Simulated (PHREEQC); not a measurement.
A solution holds 0.063 mol/kgw HF, 0.02 mol/kgw CsF and 0.0068 mol/kgw HCl, at 25 °C. Closed to the air; pH follows from the charge balance.

Model: ion-association model, wateq4f.dat, run in PHREEQC.

Each row changes one thing in this solution. No solid was allowed to form.

```csv
case,pH,ionic strength (mol/kgw),HF (mol/kgw),F- (mol/kgw),H2F2 (mol/kgw),HF2- (mol/kgw)
as made,2.54,0.0232,0.0505,0.0138,0.00668,0.00268
HF from 0.063 to 0.0693 mol/kgw,2.51,0.0235,0.0543,0.0138,0.00772,0.00289
0.0024 mol/kgw Na2SO4 added,2.55,0.0300,0.0502,0.0140,0.00662,0.00273
CsF from 0.02 to 0.1 mol/kgw,3.30,0.101,0.0446,___,0.00530,0.0140
HF left out,___,0.0204,0.00592,0.0133,9.19e-5,0.000303
HCl from 0.0068 to 0.0034 mol/kgw,2.63,0.0226,0.0484,0.0162,0.00615,0.00303
temperature from 25 to 80 °C,2.84,0.0216,0.0627,0.0117,0.00117,0.00315
CsF left out,2.00,0.0109,0.0468,___,0.00572,0.000631
```

Task: Complete the blanks.

Result: 
- CsF from 0.02 to 0.1 mol/kgw, F- (mol/kgw): 0.0798
- HF left out, pH: 3.46
- CsF left out, F- (mol/kgw): 0.00350

Species that the database lacks are ignored. wateq4f.dat counts part of the HF as a dimer, H2F2, which phreeqc.dat doesn't know; its constant is uncertain. Constants without temperature data keep their 25 °C values here.
